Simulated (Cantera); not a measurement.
A perfectly stirred reactor is fed with CH₄ : O₂ : N₂ = 1 : 1.67 : 15.8 (molar parts), at 0.266 atm; it is adiabatic with a 425 K inlet, and is followed from long to short residence time, starting on the burning branch (τ in s: 0.4, 0.18, 0.084, 0.038, 0.017, 0.008, 0.0036, 0.0017, 0.00075, 0.00034, 0.00016, 7.2e-05, 3.3e-05).

Model: GRI-Mech 3.0 (53 species, 325 reactions), integrated in Cantera.

Question: What does this change do: CH4 1 to 0.75 parts?

Answer: 
```tsv
quantity	before	after
blow-out, bracketed by the residence times tried	burning at 0.180 s, out at 84.0 ms	not reached
x(CH₄) at τ = 0.400 s	0.000953	0.0412
x(O₂) at τ = 0.400 s	0.00162	0.0917
x(H₂O) at τ = 0.400 s	0.0896	<1e-12
x(NO) at τ = 0.400 s	3.32e-6	<1e-12
x(CO₂) at τ = 0.400 s	0.0336	<1e-12
x(CH₄) at τ = 3.60 ms	0.0541	0.0412
x(O₂) at τ = 3.60 ms	0.0904	0.0917
x(H₂O) at τ = 3.60 ms	<1e-12	<1e-12
x(NO) at τ = 3.60 ms	<1e-12	<1e-12
x(CO₂) at τ = 3.60 ms	<1e-12	<1e-12
state	not reached	not burning at any residence time tried
```

Question: What does this change do: pressure from 0.266 atm to 18.8 atm?

Answer: 
| quantity | before | after |
|---|---|---|
| blow-out, bracketed by the residence times tried | burning at 0.180 s, out at 84.0 ms | burning at 17.0 ms, out at 8.00 ms |
| x(CH₄) at τ = 0.400 s | 0.000953 | 0.00408 |
| x(O₂) at τ = 0.400 s | 0.00162 | 0.00116 |
| x(H₂O) at τ = 0.400 s | 0.0896 | 0.0908 |
| x(NO) at τ = 0.400 s | 3.32e-6 | 4.61e-9 |
| x(CO₂) at τ = 0.400 s | 0.0336 | 0.0381 |
| x(CH₄) at τ = 3.60 ms | 0.0541 | 0.0541 |
| x(O₂) at τ = 3.60 ms | 0.0904 | 0.0904 |
| x(H₂O) at τ = 3.60 ms | <1e-12 | <1e-12 |
| x(NO) at τ = 3.60 ms | <1e-12 | <1e-12 |
| x(CO₂) at τ = 3.60 ms | <1e-12 | <1e-12 |
The pressure lies above the range GRI-Mech 3.0 was tuned for (to about 10 atm).
